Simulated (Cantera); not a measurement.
Input: 1 mol SrCl2, 0.54 mol H2O, 1.2 mol H2, at 1800 K and 0.285 Torr.

Cantera equilibrium calculation (NASA polynomials, part measured and part estimated; ideal gas, pure solids and liquids). Candidate condensed phases: H2O, Sr, SrCl2, SrO, Sr(OH)2; 20 gas species. Condensed phases not in the tables: oxide chlorides. Equilibrium is a limit: real reactors are often held back by kinetics, nucleation or transport.

Base state: H2 0.426, SrCl2 0.332, H2O 0.170, HCl 0.0535, H 0.0120, SrCl 0.00420, Cl 0.00115, OH 0.000316 (mole fractions); condensed: SrO(s).

Question: What changes in the equilibrium state with this change: temperature from 1800 K to 2073 K?

Answer: 
| species | before | after |
|---|---|---|
| H2 | 0.426 | 0.345 |
| SrCl2 | 0.332 | 0.291 |
| H2O | 0.170 | 0.173 |
| H | 0.0120 | 0.0792 |
| Sr | 0.000287 | 0.0112 |
| SrCl | 0.00420 | 0.0316 |
| HCl | 0.0535 | 0.0514 |
| O2 | 1.21e-6 | 0.000161 |
| O | 6.88e-6 | 0.000747 |
| SrO | 8.83e-6 | 0.000840 |
| SrO(s), mol | 0.0685 | 0 |
